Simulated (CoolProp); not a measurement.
p-xylene along the isotherm 620 K: fugacity coefficient from the reference equation and from simpler models built on Tc = 616.2 K, pc = 3.532 MPa, ω = 0.324; each cubic takes its own stable root.

The numbers come from the reference Helmholtz-energy equation of state, Zhou 2012 in CoolProp.

```json
[
 {"p (MPa)": "0.589", "phase": "gas", "reference": "0.9391", "van der Waals": "0.9514", "Soave-Redlich-Kwong": "0.9449", "Peng-Robinson": "0.9390"},
 {"p (MPa)": "1.18", "phase": "gas", "reference": "0.8798", "van der Waals": "0.9029", "Soave-Redlich-Kwong": "0.8907", "Peng-Robinson": "0.8796"},
 {"p (MPa)": "1.77", "phase": "gas", "reference": "0.8221", "van der Waals": "0.8544", "Soave-Redlich-Kwong": "0.8373", "Peng-Robinson": "0.8220"},
 {"p (MPa)": "2.35", "phase": "gas", "reference": "0.7662", "van der Waals": "0.8063", "Soave-Redlich-Kwong": "0.7852", "Peng-Robinson": "0.7664"},
 {"p (MPa)": "2.94", "phase": "gas", "reference": "0.7094", "van der Waals": "0.7561", "Soave-Redlich-Kwong": "0.7317", "Peng-Robinson": "0.7102"},
 {"p (MPa)": "3.53", "phase": "gas", "reference": "0.6502", "van der Waals": "0.7016", "Soave-Redlich-Kwong": "0.6755", "Peng-Robinson": "(withheld)"},
 {"p (MPa)": "4.12", "phase": "supercritical", "reference": "0.5800", "van der Waals": "0.6334", "Soave-Redlich-Kwong": "0.6083", "Peng-Robinson": "0.5853"},
 {"p (MPa)": "4.71", "phase": "supercritical", "reference": "(withheld)", "van der Waals": "(withheld)", "Soave-Redlich-Kwong": "0.5520", "Peng-Robinson": "0.5292"},
 {"p (MPa)": "5.3", "phase": "supercritical", "reference": "0.4764", "van der Waals": "(withheld)", "Soave-Redlich-Kwong": "0.5074", "Peng-Robinson": "0.4849"}
]
```

**Question.** Complete the blanks.

**Answer.** 
- 3.53, Peng-Robinson: 0.6523
- 4.71, reference: 0.5219
- 4.71, van der Waals: 0.5781
- 5.3, van der Waals: 0.5347
